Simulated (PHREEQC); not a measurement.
# Copper plating or etch bath (model solution)

A solution holds 13 mmol/kgw CuSO4 and 55 mmol/kgw H3BO3, at 10 °C. Closed to the air; pH follows from the charge balance.

Model: ion-association model, wateq4f.dat, run in PHREEQC.

Each row changes one thing in this solution. Precipitation was switched off in this run.

```
case                                            pH  ionic strength (mol/kgw)  H2BO3- (mol/kgw)
--------------------------------------------  ----  ------------------------  ----------------
as made                                       4.97                    0.0360           2.68e-6
CuSO4 left out                                5.31                   4.88e-6           4.88e-6
H3BO3 replaced by HBF4 at the same molality   1.41                    0.0855          2.86e-11
CuSO4 from 0.013 to 0.0195 mol/kgw            4.91                    0.0511           2.44e-6
temperature from 10 to 45 °C                  4.63                    0.0344           2.33e-6
CuSO4 replaced by H2SO4 at the same molality  1.75                    0.0273           1.59e-9
CuSO4 replaced by NiSO4 at the same molality  5.36                    0.0372           6.68e-6
```

Constants without temperature data keep their 25 °C values here. Real BF4- forms and hydrolyses slowly; the run takes it at equilibrium.
